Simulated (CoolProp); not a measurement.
Vapour-liquid equilibrium of dimethyl ether (1) + isobutane (2) at 271.9 K; x and y are mole fractions of (1).

Computed with CoolProp (multi-fluid Helmholtz-energy mixture model, Wu 2011 and Bücker 2006; pair parameters Bell 2016).

| x | bubble pressure (bar) | y at the bubble point | dew pressure at overall composition x (bar) | liquid density (mol/L) |
|---|---|---|---|---|
| 0.05 | 1.634 | 0.121 | 1.554 | 10.18 |
| 0.15 | 1.857 | 0.296 | 1.668 | 10.54 |
| 0.25 | 2.035 | 0.418 | 1.795 | 10.92 |
| 0.35 | 2.178 | 0.511 | 1.935 | 11.34 |
| 0.45 | 2.293 | 0.589 | 2.084 | 11.80 |
| 0.55 | 2.385 | 0.658 | 2.236 | 12.29 |
| 0.65 | 2.457 | 0.723 | 2.375 | 12.84 |
| 0.75 | 2.512 | 0.790 | 2.482 | 13.44 |
| 0.85 | 2.547 | 0.863 | 2.543 | 14.11 |
| 0.95 | 2.558 | 0.949 | 2.558 | 14.84 |

y crosses x between x = 0.85 and 0.95: the model has an azeotrope there.

Pair parameters are fitted to limited data, so mixtures are less certain than the pure fluids.
